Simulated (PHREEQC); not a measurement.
A solution holds 0.00034 mol/kgw BaCl2 and 0.14 mol/kgw KNO3, at 25 °C. Closed to the air; pH follows from the charge balance.

The numbers come from PHREEQC with the ion-association model, wateq4f.dat.

Task: The ionic strength comes out as 0.141 mol/kgw. What activity coefficients do Ba+2, K+, NO3-, Cl- get?

Result: Ba+2 0.34, K+ 0.74, NO3- 0.72, Cl- 0.74.

Precipitation was switched off in this run. Complexes and solids missing from the database can't appear.
